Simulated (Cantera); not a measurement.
Stirred combustor or abatement burner

A perfectly stirred reactor is fed with CH₄ : CO : O₂ : N₂ : H₂O = 0.67 : 0.22 : 4.49 : 16.9 : 1.3 (molar parts), equivalence ratio 0.32, at 10.0 bar; it is adiabatic with a 700 K inlet, and is followed from long to short residence time, starting on the burning branch (τ in s: 0.025, 0.0099, 0.0039, 0.0015, 0.00061, 0.00024, 9.5e-05, 3.7e-05, 1.5e-05, 5.8e-06).

Cantera simulation using GRI-Mech 3.0 (53 species, 325 reactions); the numbers are that mechanism's predictions, not measurements.

```json
[
 {"τ (s)": "0.025", "T (K)": "1406", "x CH₄": "0.000209", "x CO": "0.00208", "x O₂": "0.131", "x CH₃": "7.12e-6", "x CH₂O": "2.13e-5", "x O": "1.71e-6", "x CO₂": "0.0355"},
 {"τ (s)": "0.0099", "T (K)": "1366", "x CH₄": "0.000650", "x CO": "0.00577", "x O₂": "0.134", "x CH₃": "1.24e-5", "x CH₂O": "7.24e-5", "x O": "2.53e-6", "x CO₂": "0.0312"},
 {"τ (s)": "0.0039", "T (K)": "700", "x CH₄": "0.0284", "x CO": "0.00933", "x O₂": "0.190", "x CH₃": "7.15e-12", "x CH₂O": "<1e-12", "x O": "<1e-12", "x CO₂": "4.24e-12"},
 {"τ (s)": "0.0015", "T (K)": "700", "x CH₄": "0.0284", "x CO": "0.00933", "x O₂": "0.190", "x CH₃": "2.77e-12", "x CH₂O": "<1e-12", "x O": "<1e-12", "x CO₂": "1.58e-12"},
 {"τ (s)": "0.00061", "T (K)": "700", "x CH₄": "0.0284", "x CO": "0.00933", "x O₂": "0.190", "x CH₃": "1.13e-12", "x CH₂O": "<1e-12", "x O": "<1e-12", "x CO₂": "<1e-12"},
 {"τ (s)": "0.00024", "T (K)": "700", "x CH₄": "0.0284", "x CO": "0.00933", "x O₂": "0.190", "x CH₃": "<1e-12", "x CH₂O": "<1e-12", "x O": "<1e-12", "x CO₂": "<1e-12"},
 {"τ (s)": "9.5e-5", "T (K)": "700", "x CH₄": "0.0284", "x CO": "0.00933", "x O₂": "0.190", "x CH₃": "<1e-12", "x CH₂O": "<1e-12", "x O": "<1e-12", "x CO₂": "<1e-12"},
 {"τ (s)": "3.7e-5", "T (K)": "700", "x CH₄": "0.0284", "x CO": "0.00933", "x O₂": "0.190", "x CH₃": "<1e-12", "x CH₂O": "<1e-12", "x O": "<1e-12", "x CO₂": "<1e-12"},
 {"τ (s)": "1.5e-5", "T (K)": "700", "x CH₄": "0.0284", "x CO": "0.00933", "x O₂": "0.190", "x CH₃": "<1e-12", "x CH₂O": "<1e-12", "x O": "<1e-12", "x CO₂": "<1e-12"},
 {"τ (s)": "5.8e-6", "T (K)": "700", "x CH₄": "0.0284", "x CO": "0.00933", "x O₂": "0.190", "x CH₃": "<1e-12", "x CH₂O": "<1e-12", "x O": "<1e-12", "x CO₂": "<1e-12"}
]
```
x: mole fraction; the columns are a selection and need not sum to one.
